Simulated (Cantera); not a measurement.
Feed: 1 mol C2H2, 0.24 mol CO2, a varied amount of N2, equilibrated at 1798 K and 13300 Pa.

Cantera equilibrium calculation (NASA polynomials, part measured and part estimated; ideal gas, pure solids and liquids). Candidate condensed phases: C, C6H6, C7H8, C8H18, H2O; 136 gas species. Rates play no part.

Problem. At 38 mol N2, list the 5 most abundant gas species with their mole fractions, and the condensed phases.

Solution. N2 0.962, H2 0.0248, CO 0.0122, HCN 0.000938, H 0.000152. Condensed: C(graphite).
